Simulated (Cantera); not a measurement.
Input (Python, Cantera):

```python
import numpy as np
import cantera as ct

gas = ct.Solution("gri30.yaml")
gas.TPX = 2150, 1333, {'CH4': 0.018, 'H2': 1}
inlet = ct.Reservoir(gas, clone=True)

reactor = ct.IdealGasConstPressureReactor(gas, energy="off", clone=False)
exhaust = ct.Reservoir(gas, clone=True)
tau = [14, 5.3, 2, 0.78, 0.3, 0.11, 0.044, 0.017, 0.0064][0]
for a, b in ((inlet, reactor), (reactor, exhaust)):
    ct.MassFlowController(a, b, mdot=lambda t: reactor.mass / tau)
net = ct.ReactorNet([reactor])
show = ['CH4', 'H2', 'C2H', 'CH2', 'H', 'C2H2', 'C2H6']

rows = []
print(f"{'tau/s':>10s}{'T/K':>9s}" + "".join(f"{s:>11s}" for s in show))
for tau in [14, 5.3, 2, 0.78, 0.3, 0.11, 0.044, 0.017, 0.0064]:
    net.initial_time = 0.0
    net.advance(30 * tau)
    before = gas.X
    net.advance(40 * tau)
    drift = np.max(np.abs(gas.X - before) / (gas.X + 1e-9))
    rows.append([gas.T, *gas[show].X, drift])
    print(f"{tau:10.3e}{gas.T:9.1f}" + "".join(f"{x:11.3e}" for x in gas[show].X))
```

Output:

```
     tau/s      T/K        CH4         H2        C2H        CH2          H       C2H2       C2H6
 1.400e+01   2150.0  6.878e-05  9.579e-01  8.868e-06  2.250e-06  3.346e-02  8.474e-03  8.202e-11
 5.300e+00   2150.0  1.299e-04  9.607e-01  8.060e-06  3.522e-06  3.062e-02  8.440e-03  2.733e-10
 2.000e+00   2150.0  2.726e-04  9.649e-01  6.825e-06  5.357e-06  2.630e-02  8.357e-03  1.068e-09
 7.800e-01   2150.0  5.896e-04  9.693e-01  5.482e-06  7.722e-06  2.171e-02  8.166e-03  4.271e-09
 3.000e-01   2150.0  1.280e-03  9.729e-01  4.208e-06  1.073e-05  1.763e-02  7.748e-03  1.679e-08
 1.100e-01   2150.0  2.757e-03  9.754e-01  2.987e-06  1.427e-05  1.415e-02  6.872e-03  6.335e-08
 4.400e-02   2150.0  5.195e-03  9.766e-01  1.933e-06  1.700e-05  1.150e-02  5.475e-03  1.822e-07
 1.700e-02   2150.0  9.039e-03  9.770e-01  9.289e-07  1.730e-05  8.974e-03  3.375e-03  4.187e-07
 6.400e-03   2150.0  1.354e-02  9.775e-01  2.163e-07  1.198e-05  6.092e-03  1.158e-03  5.804e-07
```

Computed with Cantera and GRI-Mech 3.0 (53 species, 325 reactions). GRI-Mech 3.0 stops at C3 and has no aromatics, soot or wall deposition, so with more carbon than oxygen in the feed, carbon stays in small species such as C2H2 where larger ones or solid carbon would form. Radical loss at walls, strong at low pressure, is not modelled.
